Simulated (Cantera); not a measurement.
Cantera run, input and output.

```python
import numpy as np
import cantera as ct

gas = ct.Solution("gri30.yaml")
gas.TPX = 300, 1000000, {'CH4': 1, 'O2': 2.78, 'N2': 10.4}
flame = ct.FreeFlame(gas, width=0.008)
flame.set_refine_criteria(ratio=3, slope=0.08, curve=0.16)
flame.transport_model = "mixture-averaged"
flame.solve(loglevel=0, auto=True)
z, T = flame.grid, flame.T
thick = (T[-1] - T[0]) / np.gradient(T, z).max()
show = ['CH4', 'O2', 'HCO', 'N2O', 'CH3', 'CO2']
print(f"laminar burning velocity  {flame.velocity[0] * 100:.3f} cm/s")
print(f"burnt temperature         {T[-1]:.1f} K")
print(f"thermal thickness         {thick * 1e3:.4f} mm")
print(f"grid points               {len(z)}")
z0 = z[flame.heat_release_rate.argmax()]
print(f"{'z/mm':>9s}{'T/K':>9s}{'u/(m/s)':>9s}" + "".join(f"{s:>11s}" for s in show))
rows = []
for k in (-3, -2, -1.5, -1, -0.5, -0.25, 0, 0.25, 0.5, 1, 2, 4, 8):
    zz = z0 + k * thick
    rows.append([k * thick, np.interp(zz, z, T), np.interp(zz, z, flame.velocity),
                 *(np.interp(zz, z, flame.X[gas.species_index(s)]) for s in show)])
    print(f"{rows[-1][0] * 1e3:9.3f}{rows[-1][1]:9.1f}{rows[-1][2]:9.3f}" + "".join(f"{x:11.3e}" for x in rows[-1][3:]))
```

Output:

```
laminar burning velocity  6.410 cm/s
burnt temperature         1878.1 K
thermal thickness         0.1837 mm
grid points               131
     z/mm      T/K  u/(m/s)        CH4         O2        HCO        N2O        CH3        CO2
   -0.551    300.9    0.064  7.046e-02  1.960e-01  1.931e-20  7.190e-11  3.455e-11  2.772e-06
   -0.367    309.2    0.066  6.998e-02  1.954e-01  5.439e-17  1.383e-09  3.639e-10  5.247e-05
   -0.275    343.1    0.073  6.818e-02  1.931e-01  5.018e-15  1.031e-08  2.056e-09  3.857e-04
   -0.184    508.0    0.109  5.996e-02  1.809e-01  1.371e-12  8.374e-08  5.357e-08  3.083e-03
   -0.092    988.2    0.214  3.609e-02  1.395e-01  3.848e-09  4.527e-07  1.041e-05  1.642e-02
   -0.046   1356.2    0.293  1.725e-02  1.040e-01  3.228e-07  8.560e-07  1.420e-04  3.088e-02
    0.000   1705.9    0.368  1.763e-03  6.886e-02  1.981e-06  1.455e-06  2.336e-04  5.072e-02
    0.046   1826.1    0.392  1.025e-05  5.792e-02  4.285e-08  2.030e-06  2.804e-06  6.393e-02
    0.092   1857.6    0.398  7.540e-08  5.606e-02  3.992e-10  2.008e-06  2.359e-08  6.783e-02
    0.184   1873.4    0.401  5.483e-11  5.538e-02  7.463e-12  1.356e-06  1.826e-11  6.951e-02
    0.367   1877.7    0.401  1.360e-13  5.526e-02  4.312e-13  6.400e-07  1.301e-13  6.990e-02
    0.735   1878.1    0.402  4.742e-14  5.525e-02  2.025e-13  4.667e-07  4.448e-14  6.994e-02
    1.469   1878.2    0.402  2.131e-14  5.525e-02  1.970e-13  4.583e-07  2.001e-14  6.994e-02
```

Detailed kinetics in Cantera: GRI-Mech 3.0 (53 species, 325 reactions). Burning velocities carry a grid error of a few per cent, more on coarse grids.
